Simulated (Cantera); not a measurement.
A Cantera script and its output.

```python
import numpy as np
import cantera as ct

gas = ct.Solution("gri30.yaml")
gas.TPX = 1623, 100000, {'CH4': 1, 'O2': 3.28, 'N2': 12.3}
reactor = ct.IdealGasConstPressureReactor(gas, energy="on", clone=False)
net = ct.ReactorNet([reactor])
net.rtol, net.atol = 1e-08, 1e-16
show = ['CH4', 'O2', 'H2', 'NO', 'CH2', 'NO2']
times = np.geomspace(5e-06, 6, 13)

steps = ct.SolutionArray(gas, extra=["t"])
rows = []
print(f"{'t/s':>10s}{'T/K':>9s}{'P/Pa':>11s}" + "".join(f"{s:>11s}" for s in show))
for t in times:
    while net.time < t:
        t_next = net.step()
        steps.append(gas.state, t=t_next)
    rows.append([np.interp(t, steps.t, y) for y in (steps.T, steps.P, *steps(*show).X.T)])
    print(f"{t:10.3e}{rows[-1][0]:9.1f}{rows[-1][1]:11.4g}" + "".join(f"{x:11.3e}" for x in rows[-1][2:]))
rate = np.gradient(steps.T, steps.t)
print("integrator steps:", len(steps.t))
if steps.T.max() > steps.T[0] + 200:
    print(f"time of steepest temperature rise: {steps.t[rate.argmax()]:.4e} s")
gas.TPX = 1623, 100000, {'CH4': 1, 'O2': 3.28, 'N2': 12.3}
gas.equilibrate("HP")
print(f"equilibrium (HP): T = {gas.T:.1f} K  " + "  ".join(f"{s} {gas[s].X[0]:.3e}" for s in show))
```

Output:

```
       t/s      T/K       P/Pa        CH4         O2         H2         NO        CH2        NO2
 5.000e-06   1623.0      1e+05  6.031e-02  1.978e-01  4.436e-07  1.385e-14  2.179e-12  3.647e-19
 1.605e-05   1623.0      1e+05  6.030e-02  1.978e-01  1.656e-06  6.758e-14  1.628e-11  1.711e-17
 5.154e-05   1622.9      1e+05  6.024e-02  1.978e-01  7.895e-06  4.541e-13  2.435e-10  8.979e-16
 1.655e-04   1624.3      1e+05  5.944e-02  1.973e-01  1.189e-04  7.330e-12  1.376e-08  8.587e-14
 5.313e-04   2513.2      1e+05  9.657e-18  7.712e-02  5.617e-03  3.500e-04  1.902e-16  1.272e-07
 1.706e-03   2606.7      1e+05  9.564e-18  7.514e-02  3.798e-03  3.198e-03  1.334e-16  1.524e-06
 5.477e-03   2599.0      1e+05  9.341e-18  7.222e-02  3.752e-03  9.448e-03  1.228e-16  4.449e-06
 1.759e-02   2592.8      1e+05  9.158e-18  6.986e-02  3.716e-03  1.449e-02  1.143e-16  6.754e-06
 5.646e-02   2592.3      1e+05  9.143e-18  6.968e-02  3.713e-03  1.488e-02  1.137e-16  6.932e-06
 1.813e-01   2592.3      1e+05  9.143e-18  6.968e-02  3.713e-03  1.488e-02  1.137e-16  6.932e-06
 5.820e-01   2592.3      1e+05  9.143e-18  6.968e-02  3.713e-03  1.488e-02  1.137e-16  6.932e-06
 1.869e+00   2592.3      1e+05  9.143e-18  6.968e-02  3.713e-03  1.488e-02  1.137e-16  6.932e-06
 6.000e+00   2592.3      1e+05  9.143e-18  6.968e-02  3.713e-03  1.488e-02  1.137e-16  6.932e-06
integrator steps: 1808
time of steepest temperature rise: 3.5119e-04 s
equilibrium (HP): T = 2592.3 K  CH4 1.310e-17  O2 6.968e-02  H2 3.713e-03  NO 1.488e-02  CH2 1.443e-16  NO2 6.932e-06
```

Cantera simulation using GRI-Mech 3.0 (53 species, 325 reactions); the numbers are that mechanism's predictions, not measurements.
